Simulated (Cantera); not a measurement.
A perfectly stirred reactor is fed with 17.7 % H₂, 8.49 % O₂, 73.9 % N₂, equivalence ratio 1.0, at 263 Torr; it is adiabatic with a 625 K inlet, and is followed from long to short residence time, starting on the burning branch (τ in s: 0.44, 0.16, 0.059, 0.022, 0.0081, 0.003, 0.0011, 0.00041, 0.00015, 5.6e-05).

Model: GRI-Mech 3.0 (53 species, 325 reactions), integrated in Cantera.

x: mole fraction; the columns are a selection and need not sum to one.

```json
[
 {"τ (s)": "0.44", "T (K)": "1863", "x H₂": "0.0102", "x O₂": "0.00121", "x NO₂": "1.34e-9", "x H₂O": "0.181", "x NO": "6.10e-5", "x H₂O₂": "2.38e-8", "x H": "0.00123"},
 {"τ (s)": "0.16", "T (K)": "1840", "x H₂": "[?]", "x O₂": "[?]", "x NO₂": "[?]", "x H₂O": "0.178", "x NO": "[?]", "x H₂O₂": "[?]", "x H": "[?]"},
 {"τ (s)": "0.059", "T (K)": "1805", "x H₂": "0.0143", "x O₂": "0.00332", "x NO₂": "8.85e-10", "x H₂O": "0.174", "x NO": "3.90e-5", "x H₂O₂": "6.68e-8", "x H": "0.00366"},
 {"τ (s)": "0.022", "T (K)": "1754", "x H₂": "0.0171", "x O₂": "0.00499", "x NO₂": "7.93e-10", "x H₂O": "0.169", "x NO": "3.45e-5", "x H₂O₂": "1.13e-7", "x H": "0.00633"},
 {"τ (s)": "0.0081", "T (K)": "1682", "x H₂": "0.0203", "x O₂": "0.00717", "x NO₂": "7.52e-10", "x H₂O": "0.162", "x NO": "3.19e-5", "x H₂O₂": "2.02e-7", "x H": "0.0108"},
 {"τ (s)": "0.0030", "T (K)": "1585", "x H₂": "[?]", "x O₂": "[?]", "x NO₂": "6.85e-10", "x H₂O": "0.154", "x NO": "[?]", "x H₂O₂": "[?]", "x H": "[?]"},
 {"τ (s)": "0.0011", "T (K)": "1464", "x H₂": "0.0262", "x O₂": "0.0132", "x NO₂": "5.30e-10", "x H₂O": "0.145", "x NO": "1.98e-5", "x H₂O₂": "6.61e-7", "x H": "0.0272"},
 {"τ (s)": "0.00041", "T (K)": "1323", "x H₂": "0.0312", "x O₂": "0.0180", "x NO₂": "3.09e-10", "x H₂O": "0.133", "x NO": "1.05e-5", "x H₂O₂": "8.97e-7", "x H": "0.0371"},
 {"τ (s)": "0.00015", "T (K)": "1129", "x H₂": "0.0612", "x O₂": "0.0337", "x NO₂": "7.61e-11", "x H₂O": "0.102", "x NO": "2.12e-6", "x H₂O₂": "8.37e-7", "x H": "0.0355"},
 {"τ (s)": "5.6e-5", "T (K)": "625", "x H₂": "0.177", "x O₂": "0.0849", "x NO₂": "<1e-12", "x H₂O": "<1e-12", "x NO": "<1e-12", "x H₂O₂": "<1e-12", "x H": "<1e-12"}
]
```

**Question.** Fill in the missing entries.

**Answer.** 
- 0.16, x H₂: 0.0120
- 0.16, x O₂: 0.00208
- 0.16, x NO₂: 1.07e-9
- 0.16, x NO: 4.77e-5
- 0.16, x H₂O₂: 4.01e-8
- 0.16, x H: 0.00210
- 0.0030, x H₂: 0.0233
- 0.0030, x O₂: 0.00984
- 0.0030, x NO: 2.76e-5
- 0.0030, x H₂O₂: 3.73e-7
- 0.0030, x H: 0.0177
